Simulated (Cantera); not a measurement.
Charge: 1 mol Si, 0.87 mol Br2, equilibrated at 900 K and 8.20e-5 bar.

These are equilibrium values from Cantera (NASA tables, ideal gas, pure condensed phases), not measurements of a reactor. Candidate condensed phases: Br2, Si; 9 gas species. The tables' values for SiBr3 are old estimates; treat these amounts as uncertain. Kinetics and transport are ignored.

Base state: SiBr4 0.968, SiBr2 0.0256, SiBr3 0.00654 (mole fractions); condensed: Si(s).

Problem. What changes in the equilibrium state with this change: pressure from 8.20e-5 bar to 0.0400 bar?

Solution. 
| species | before | after |
|---|---|---|
| SiBr4 | 0.968 | 0.997 |
| SiBr3 | 0.00654 | 0.00142 |
| SiBr2 | 0.0256 | 0.00118 |
| Si(s), mol | 0.559 | 0.565 |
